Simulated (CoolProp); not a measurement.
Saturated liquid density (kg/m³) of ammonia: the reference equation beside estimates from Tc = 132.4 °C, pc = 11.36 MPa, ω = 0.256. Rackett uses Z = 0.29056 − 0.08775 ω.

Computed with CoolProp (reference Helmholtz-energy equation of state, Gao 2020).

```
T (°C)   reference  Rackett  van der Waals  Redlich-Kwong  Soave-Redlich-Kwong
------  ----------  -------  -------------  -------------  -------------------
31.05        593.7    519.0          312.5          448.1           (withheld)
34.35        588.6    514.7          309.9          443.4                463.9
37.65        583.4    510.3          307.3          438.7                459.2
40.85        578.2    506.0          304.7          434.0                454.6
44.15        572.8    501.5          301.9          429.0                449.7
47.35        567.5    497.0          299.2          424.1                444.8
50.65   (withheld)    492.4          296.4          419.0                439.7
53.95        556.1    487.6          293.4          413.7                434.4
57.15   (withheld)    482.9          290.5          408.5                429.1
```

### Question
What belongs in the gaps?

### Answer

- 31.05, Soave-Redlich-Kwong: 468.4
- 50.65, reference: 561.9
- 57.15, reference: 550.5

Absolute difference from the reference over all 9 rows, mean and median: Rackett 12.4 and 12.4 %, van der Waals 47.3 and 47.3 %, Redlich-Kwong 25.1 and 25.1 %, Soave-Redlich-Kwong 21.5 and 21.5 %.
